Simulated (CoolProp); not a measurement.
R11 along the isobar 4.85 MPa: density (kg/m³) from the reference equation and from simpler models built on Tc = 471.1 K, pc = 4.408 MPa, ω = 0.189; each cubic takes its own stable root.

Model: reference Helmholtz-energy equation of state, Jacobsen 1992, in CoolProp.

```json
[
 {"T (K)": "255.9", "phase": "liquid", "reference": "1581"},
 {"T (K)": "274.6", "phase": "liquid", "reference": "1541"},
 {"T (K)": "293.4", "phase": "liquid", "reference": "1499"},
 {"T (K)": "312.1", "phase": "liquid", "reference": "1457"},
 {"T (K)": "330.9", "phase": "liquid", "reference": "1411"},
 {"T (K)": "349.6", "phase": "liquid", "reference": "1364"},
 {"T (K)": "368.4", "phase": "liquid", "reference": "1313"},
 {"T (K)": "387.1", "phase": "liquid", "reference": "1258"},
 {"T (K)": "405.9", "phase": "liquid", "reference": "1197"},
 {"T (K)": "424.7", "phase": "liquid", "reference": "1126"},
 {"T (K)": "443.4", "phase": "liquid", "reference": "1041"},
 {"T (K)": "462.2", "phase": "liquid", "reference": "915.8"},
 {"T (K)": "480.9", "phase": "supercritical", "reference": "424.7"}
]
```

Task: How far does each simpler model (van der Waals, Soave-Redlich-Kwong, Peng-Robinson) lie from the reference over these 13 states: mean and median of the absolute difference, and the worst?

Result: 
- van der Waals: mean 32.8 %, median 34.9 %, worst -36.4 % at 255.9 K and 4.85 MPa
- Soave-Redlich-Kwong: mean 7.4 %, median 6.1 %, worst -15.2 % at 462.2 K and 4.85 MPa
- Peng-Robinson: mean 5.1 %, median 6.2 %, worst +7.1 % at 312.1 K and 4.85 MPa
